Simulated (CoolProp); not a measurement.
Vapour-liquid equilibrium of methanol (1) + toluene (2) at 140.35 °C; x and y are mole fractions of (1).

Computed with CoolProp (multi-fluid Helmholtz-energy mixture model, de Reuck 1993 and Lemmon 2006; pair parameters Bell 2016).

**Question.** Give the bubble pressure and the first vapour's composition at x = 0.2, 0.35, 0.5. Is there an azeotrope?

**Answer.** x = 0.2: 685.4 kPa, y = 0.681; x = 0.35: 808.1 kPa, y = 0.741; x = 0.5: 881.7 kPa, y = 0.777. No azeotrope shows between x = 0.05 and 0.95.

Pair parameters are fitted to limited data, so mixtures are less certain than the pure fluids. With so large a gap from Raoult's law the liquid may split in two, which this calculation doesn't test in full.
